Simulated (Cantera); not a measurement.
**Adiabatic ignition**

An adiabatic, constant-pressure homogeneous reactor starts with 22.5 % H2, 16.3 % O2, 61.2 % N2, equivalence ratio 0.69, at 1375 K and 0.800 bar.

Computed with Cantera and the H2/O2 subset of GRI-Mech 3.0, which has no nitrogen chemistry.

```json
[
 {"t (s)": "8.00e-6", "T (K)": "1375", "x H2": "0.225", "x O2": "0.163", "x HO2": "5.21e-7", "x OH": "6.85e-7", "x H": "4.96e-6", "x H2O2": "5.76e-9"},
 {"t (s)": "1.75e-5", "T (K)": "1377", "x H2": "0.222", "x O2": "0.162", "x HO2": "3.29e-5", "x OH": "0.000196", "x H": "0.00137", "x H2O2": "3.51e-7"},
 {"t (s)": "3.83e-5", "T (K)": "1859", "x H2": "0.0333", "x O2": "0.0635", "x HO2": "2.02e-5", "x OH": "0.0218", "x H": "0.0605", "x H2O2": "8.52e-7"},
 {"t (s)": "8.37e-5", "T (K)": "2254", "x H2": "0.0278", "x O2": "0.0576", "x HO2": "9.82e-6", "x OH": "0.0288", "x H": "0.0289", "x H2O2": "2.83e-7"},
 {"t (s)": "0.000183", "T (K)": "2522", "x H2": "0.0192", "x O2": "0.0546", "x HO2": "7.92e-6", "x OH": "0.0287", "x H": "0.0126", "x H2O2": "2.58e-7"},
 {"t (s)": "0.000400", "T (K)": "2648", "x H2": "0.0136", "x O2": "0.0536", "x HO2": "1.02e-5", "x OH": "0.0261", "x H": "0.00673", "x H2O2": "4.13e-7"},
 {"t (s)": "0.000875", "T (K)": "2660", "x H2": "0.0131", "x O2": "0.0535", "x HO2": "1.06e-5", "x OH": "0.0258", "x H": "0.00628", "x H2O2": "4.41e-7"},
 {"t (s)": "0.00191", "T (K)": "2660", "x H2": "0.0131", "x O2": "0.0535", "x HO2": "1.06e-5", "x OH": "0.0258", "x H": "0.00628", "x H2O2": "4.41e-7"},
 {"t (s)": "0.00418", "T (K)": "2660", "x H2": "0.0131", "x O2": "0.0535", "x HO2": "1.06e-5", "x OH": "0.0258", "x H": "0.00628", "x H2O2": "4.41e-7"},
 {"t (s)": "0.00915", "T (K)": "2660", "x H2": "0.0131", "x O2": "0.0535", "x HO2": "1.06e-5", "x OH": "0.0258", "x H": "0.00628", "x H2O2": "4.41e-7"},
 {"t (s)": "0.0200", "T (K)": "2660", "x H2": "0.0131", "x O2": "0.0535", "x HO2": "1.06e-5", "x OH": "0.0258", "x H": "0.00628", "x H2O2": "4.41e-7"},
 {"t (s)": "0.0437", "T (K)": "2660", "x H2": "0.0131", "x O2": "0.0535", "x HO2": "1.06e-5", "x OH": "0.0258", "x H": "0.00628", "x H2O2": "4.41e-7"},
 {"t (s)": "0.0956", "T (K)": "2660", "x H2": "0.0131", "x O2": "0.0535", "x HO2": "1.06e-5", "x OH": "0.0258", "x H": "0.00628", "x H2O2": "4.41e-7"},
 {"t (s)": "0.209", "T (K)": "2660", "x H2": "0.0131", "x O2": "0.0535", "x HO2": "1.06e-5", "x OH": "0.0258", "x H": "0.00628", "x H2O2": "4.41e-7"},
 {"t (s)": "0.457", "T (K)": "2660", "x H2": "0.0131", "x O2": "0.0535", "x HO2": "1.06e-5", "x OH": "0.0258", "x H": "0.00628", "x H2O2": "4.41e-7"},
 {"t (s)": "1.00", "T (K)": "2660", "x H2": "0.0131", "x O2": "0.0535", "x HO2": "1.06e-5", "x OH": "0.0258", "x H": "0.00628", "x H2O2": "4.41e-7"}
]
```
x: mole fraction; the columns are a selection and need not sum to one.

| Quantity | Value |
|---|---|
| time of steepest temperature rise | 25.9 µs |
| temperature at 1.00 s | 2660 K |
| equilibrium temperature | 2660 K |
| x(H2) at 1.00 s | 0.0131 (gas-phase equilibrium 0.0131) |
| x(O2) at 1.00 s | 0.0535 (gas-phase equilibrium 0.0535) |
| x(HO2) at 1.00 s | 1.06e-5 (gas-phase equilibrium 1.06e-5) |
